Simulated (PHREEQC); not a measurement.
PHREEQC input (Pitzer model, pitzer.dat):

```
SOLUTION 1
  temp 25
  units mol/kgw
  pH 7 charge
  Cl 0.48
  K 0.46
  C(4) 0.038
  Na 0.103
  S(6) 0.01
END
USE solution 1
INCREMENTAL_REACTIONS false
REACTION 1
  H2O -1
  0 9.886 18.011 24.689 30.178 34.689 38.397 41.444
  43.949 46.007 47.699 49.089 50.232 51.172 51.944 52.578
  53.1 53.528 53.88 54.17 54.408 54.603 54.764 54.896
  55.005 55.094 55.168 55.228 moles
EQUILIBRIUM_PHASES 1
  Arcanite 0 0
  Burkeite 0 0
  Glaserite 0 0
  Halite 0 0
  Kalicinite 0 0
  Mirabilite 0 0
  Misenite 0 0
  Nahcolite 0 0
  Natron 0 0
  Sylvite 0 0
  Thenardite 0 0
  Trona 0 0
  CO2(g) -3.4 10
SELECTED_OUTPUT 1
  -reset false
  -pH true
  -pe true
  -ionic_strength true
  -water true
  -activities H2O
  -totals C Cl K Na S
  -molalities H+ Na+ K+ Cl- CO3-2 SO4-2 OH- HCO3- CO2 HSO4-
  -equilibrium_phases Arcanite Burkeite Glaserite Halite Kalicinite Mirabilite Misenite Nahcolite Natron Sylvite
    Thenardite Trona
PRINT
  -reset false
END
```

Selected output (columns that matter, 25 of 28 rows; water left (kg) added in front):

```
water left (kg)	pH	mu	C	Cl	K	Na	S	m_H+	la_H2O	Arcanite	Glaserite	Halite	Sylvite	Trona
0.999859	9.4907	0.59011	0.045951	0.48007	0.46006	0.10301	0.010001	4.4538e-10	-0.0076604	0	0	0	0	0
0.821775	9.5278	0.71949	0.054408	0.5841	0.55976	0.12534	0.012169	4.0675e-10	-0.0092908	0	0	0	0	0
0.675416	9.5631	0.87716	0.06444	0.71067	0.68106	0.1525	0.014806	3.7079e-10	-0.011278	0	0	0	0	0
0.555126	9.5967	1.0693	0.076362	0.86467	0.82864	0.18554	0.018014	3.3667e-10	-0.013706	0	0	0	0	0
0.456256	9.6289	1.3033	0.090562	1.052	1.0082	0.22575	0.021918	3.0371e-10	-0.016683	0	0	0	0	0
0.308217	9.6908	1.9356	0.12781	1.5573	1.4925	0.33418	0.032445	2.3898e-10	-0.024876	0	0	0	0	0
0.253337	9.7218	2.3583	0.15216	1.8947	1.8158	0.40657	0.039473	2.0651e-10	-0.030516	0	0	0	0	0
0.208221	9.754	2.8729	0.18151	2.3052	2.2092	0.49467	0.048026	1.7392e-10	-0.037593	0	0	0	0	0
0.171156	9.7887	3.4989	0.21698	2.8045	2.6876	0.60179	0.058426	1.4162e-10	-0.046549	0	0	0	0	0
0.140683	9.8277	4.2607	0.26006	3.4119	3.2698	0.73214	0.071082	1.104e-10	-0.058001	0	0	0	0	0
0.115648	9.873	5.1867	0.31261	4.1505	3.9776	0.89063	0.086469	8.1473e-11	-0.072784	0	0	0	0	0
0.0950618	9.9215	6.0051	0.37697	4.7419	4.531	1.0835	0.10494	6.1663e-11	-0.086116	2.465e-05	0	0	0.029227	0
0.0642289	9.9933	6.4946	0.54889	4.7289	4.3414	1.6036	0.11763	5.169e-11	-0.091492	0.0024445	0	0	0.17627	0
0.052811	10.026	6.8186	0.66303	4.7156	4.2117	1.9503	0.12675	4.7425e-11	-0.0951	0.0033065	0	0	0.23097	0
0.0434104	10.056	7.2115	0.80184	4.695	4.0509	2.3727	0.13865	4.3514e-11	-0.099535	0.0039811	0	0	0.27619	0
0.0357027	10.082	7.6869	0.97005	4.6645	3.8531	2.8849	0.15446	3.9885e-11	-0.10499	0.0044854	0	0	0.31346	0
0.0293639	10.108	8.1872	1.1741	4.6084	3.6475	3.4144	0.15401	3.742e-11	-0.11076	0	0.0027388	0	0.34468	0
0.0241416	10.126	8.8281	1.4227	4.5608	3.3465	4.1379	0.15701	3.47e-11	-0.1188	0	0.0031048	0	0.3699	0
0.0196886	10.106	8.9669	1.421	4.6783	3.1477	4.4678	0.1647	3.2923e-11	-0.12264	0	0.0033787	0	0.38789	0.0038854
0.0159809	10.067	8.8647	1.2855	4.909	2.9826	4.635	0.1758	3.1311e-11	-0.12492	0	0.0035953	0	0.40155	0.0084444
0.012924	10.016	8.7784	1.128	5.2036	2.7821	4.8685	0.1911	2.9387e-11	-0.12854	0	0.0037651	0	0.41275	0.012105
0.00836614	9.8653	8.7979	0.75758	6.069	2.2526	5.682	0.24476	2.4474e-11	-0.14371	0	0.0039762	0	0.42923	0.017162
0.0067165	9.8247	8.8679	0.67834	6.3034	2.123	5.9328	0.26187	2.3295e-11	-0.14895	0	0.0041206	0.004284	0.43338	0.018249
0.00535986	9.8247	8.8679	0.67834	6.3034	2.123	5.9328	0.26187	2.3295e-11	-0.14895	0	0.0042982	0.010488	0.43573	0.018805
0.00425988	9.8247	8.8679	0.67834	6.3034	2.123	5.9328	0.26187	2.3295e-11	-0.14895	0	0.0044422	0.015519	0.43763	0.019255
```

Species that the database lacks are ignored.
